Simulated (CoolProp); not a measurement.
Vapour-liquid equilibrium of R125 (1) + n-butane (2) at 305 K; x and y are mole fractions of (1).

Values from CoolProp's multi-fluid Helmholtz-energy mixture model, Lemmon 2005 and Bücker 2006; pair parameters Bell 2016.

```tsv
x	bubble pressure (MPa)	y at the bubble point	dew pressure at overall composition x (MPa)	liquid density (mol/L)
0.05	0.5060	(withheld)	0.3157	9.702
0.125	0.7531	0.600	0.3436	9.673
0.2	0.9365	(withheld)	0.3765	9.636
0.275	1.071	(withheld)	0.4162	9.593
0.35	1.170	0.757	0.4648	9.545
0.425	1.247	0.778	(withheld)	9.495
0.5	1.309	0.796	0.6044	9.444
0.575	1.365	0.813	0.7093	9.397
0.65	1.419	0.831	0.8548	9.360
0.725	1.472	0.853	(withheld)	9.340
0.8	1.525	(withheld)	(withheld)	9.345
0.875	1.577	0.915	1.516	9.385
0.95	(withheld)	0.961	1.613	9.468
```

Problem. Fill in the missing entries.

Solution. 
- 0.05, y at the bubble point: 0.403
- 0.2, y at the bubble point: 0.683
- 0.275, y at the bubble point: 0.728
- 0.425, dew pressure at overall composition x (MPa): 0.5257
- 0.725, dew pressure at overall composition x (MPa): 1.062
- 0.8, y at the bubble point: 0.880
- 0.8, dew pressure at overall composition x (MPa): 1.324
- 0.95, bubble pressure (MPa): 1.622

No azeotrope shows between x = 0.05 and 0.95.

Pair parameters are fitted to limited data, so mixtures are less certain than the pure fluids. With so large a gap from Raoult's law the liquid may split in two, which this calculation doesn't test in full.
